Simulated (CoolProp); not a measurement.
A simple Rankine cycle with R123: condensing at 330.15 K, boiler at 1.94 MPa, turbine inlet 423.6 K, turbine efficiency 0.65, pump efficiency 0.7, no recuperator. Each further row changes one setting.

Values from CoolProp's reference Helmholtz-energy equation of state, Younglove 1994. It is a modified Benedict-Webb-Rubin equation, recast in Helmholtz form.

```
case                             thermal efficiency (%)  net work (kJ/kg)  heat in (kJ/kg)  turbine exit temperature (K)  volume ratio over the turbine
-------------------------------  ----------------------  ----------------  ---------------  ----------------------------  -----------------------------
as stated                                          10.2              21.0              205                         365.4                           8.78
turbine inlet 443.6 K                              10.3              23.3              226                         389.3                           8.23
condensing temperature 322.15 K                    11.1              23.7              214                         360.6                           11.1
boiler pressure 1.36 MPa                            8.9              19.2              216                         381.5                           5.53
turbine efficiency 0.55                             8.5              17.5              205                         369.9                           8.91
```
